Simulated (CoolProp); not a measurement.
Vapour-liquid equilibrium of ethanol (1) + toluene (2) at 330.8 K; x and y are mole fractions of (1).

Model: multi-fluid Helmholtz-energy mixture model, Schroeder 2014 and Lemmon 2006; pair parameters Bell 2016, in CoolProp.

```json
[
 {"x": "0.05", "bubble pressure (MPa)": "0.02779", "y at the bubble point": "0.416", "dew pressure at overall composition x (MPa)": "0.01772", "liquid density (mol/L)": "9.208"},
 {"x": "0.15", "bubble pressure (MPa)": "0.03943", "y at the bubble point": "0.614", "dew pressure at overall composition x (MPa)": "0.01968", "liquid density (mol/L)": "9.610"},
 {"x": "0.25", "bubble pressure (MPa)": "0.04393", "y at the bubble point": "0.668", "dew pressure at overall composition x (MPa)": "0.02213", "liquid density (mol/L)": "10.07"},
 {"x": "0.35", "bubble pressure (MPa)": "0.04544", "y at the bubble point": "0.686", "dew pressure at overall composition x (MPa)": "0.02524", "liquid density (mol/L)": "10.59"},
 {"x": "0.45", "bubble pressure (MPa)": "0.04590", "y at the bubble point": "0.694", "dew pressure at overall composition x (MPa)": "0.02932", "liquid density (mol/L)": "11.18"},
 {"x": "0.55", "bubble pressure (MPa)": "0.04617", "y at the bubble point": "0.700", "dew pressure at overall composition x (MPa)": "0.03486", "liquid density (mol/L)": "11.86"},
 {"x": "0.65", "bubble pressure (MPa)": "0.04647", "y at the bubble point": "0.713", "dew pressure at overall composition x (MPa)": "0.04241", "liquid density (mol/L)": "12.63"},
 {"x": "0.75", "bubble pressure (MPa)": "0.04662", "y at the bubble point": "0.742", "dew pressure at overall composition x (MPa)": "0.04659", "liquid density (mol/L)": "13.53"},
 {"x": "0.85", "bubble pressure (MPa)": "0.04607", "y at the bubble point": "0.801", "dew pressure at overall composition x (MPa)": "0.04523", "liquid density (mol/L)": "14.56"},
 {"x": "0.95", "bubble pressure (MPa)": "0.04398", "y at the bubble point": "0.912", "dew pressure at overall composition x (MPa)": "0.04314", "liquid density (mol/L)": "15.75"}
]
```

y crosses x between x = 0.65 and 0.75: the model has an azeotrope there.

The pair parameters rest on a limited set of measurements; away from them the model extrapolates. With so large a gap from Raoult's law the liquid may split in two, which this calculation doesn't test in full.
